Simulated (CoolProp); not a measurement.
Values from CoolProp's reference Helmholtz-energy equation of state, Akasaka 2022.

Q: For R1233zd(E), give the phase and the Z, cp (kJ/(kg K)), cv (kJ/(kg K)), expansivity (1/kK) at 56.15 °C and 23.9 bar; 114.75 °C and 23.9 bar.

A: 
- 56.15 °C and 23.9 bar: liquid; Z 0.0955, cp 1.25, cv 0.863, expansivity 2.21
- 114.75 °C and 23.9 bar: liquid; Z 0.0960, cp 1.46, cv 0.937, expansivity 4.02
